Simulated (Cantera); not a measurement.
An isothermal, constant-pressure homogeneous reactor starts with NH3 : N2 = 1 : 6.1 (molar parts), at 1875 K and 0.0267 bar.

Model: the gas-phase N/H chemistry of the illustrative SiF4/NH3 mechanism in the Surface Chemkin manual (1991), integrated in Cantera. Walls and surfaces, which speed up NH3 decomposition in real reactors, are not modelled.

x: mole fraction; the columns are a selection and need not sum to one.

| t (s) | x NH3 | x N2 | x NH2 | x H2 | x N | x N2H4 | x H |
|---|---|---|---|---|---|---|---|
| 2.00e-6 | 0.141 | 0.859 | 1.98e-8 | 1.18e-9 | <1e-12 | <1e-12 | 1.74e-8 |
| 7.13e-6 | 0.141 | 0.859 | ? | ? | <1e-12 | <1e-12 | ? |
| 2.54e-5 | 0.141 | 0.859 | 3.58e-7 | 1.22e-7 | <1e-12 | <1e-12 | 1.14e-7 |
| 9.06e-5 | 0.141 | 0.859 | 1.54e-6 | 7.02e-7 | <1e-12 | <1e-12 | 1.40e-7 |
| 0.000323 | 0.141 | 0.859 | 5.86e-6 | 2.86e-6 | <1e-12 | 1.20e-12 | 1.40e-7 |
| 0.00115 | 0.141 | 0.859 | 2.12e-5 | 1.06e-5 | 1.12e-11 | 1.63e-11 | 1.41e-7 |
| 0.00410 | 0.141 | 0.859 | 7.54e-5 | 4.04e-5 | 4.55e-10 | 2.08e-10 | 1.68e-7 |
| 0.0146 | 0.140 | 0.859 | 0.000255 | 0.000266 | 5.00e-9 | 2.39e-9 | 6.19e-7 |
| 0.0521 | 0.138 | 0.858 | 0.000432 | 0.00325 | 6.16e-8 | 6.83e-9 | 4.82e-6 |
| 0.186 | 0.128 | 0.855 | 0.000348 | 0.0160 | 2.84e-7 | 4.43e-9 | 1.67e-5 |
| 0.662 | ? | 0.847 | ? | ? | ? | ? | ? |
| 2.36 | 0.0505 | 0.831 | 0.000137 | 0.119 | 6.96e-7 | 6.87e-10 | 0.000117 |
| 8.42 | 0.00827 | 0.817 | 3.55e-5 | 0.174 | 5.38e-7 | 4.60e-11 | 0.000270 |
| 30.0 | 4.97e-5 | 0.814 | 8.95e-7 | 0.184 | 2.50e-7 | <1e-12 | 0.00120 |

Fill in the missing entries.


- 7.13e-6, x NH2: 7.97e-8
- 7.13e-6, x H2: 1.35e-8
- 7.13e-6, x H: 5.27e-8
- 0.662, x NH3: 0.101
- 0.662, x NH2: 0.000249
- 0.662, x H2: 0.0515
- 0.662, x N: 6.02e-7
- 0.662, x N2H4: 2.26e-9
- 0.662, x H: 4.64e-5
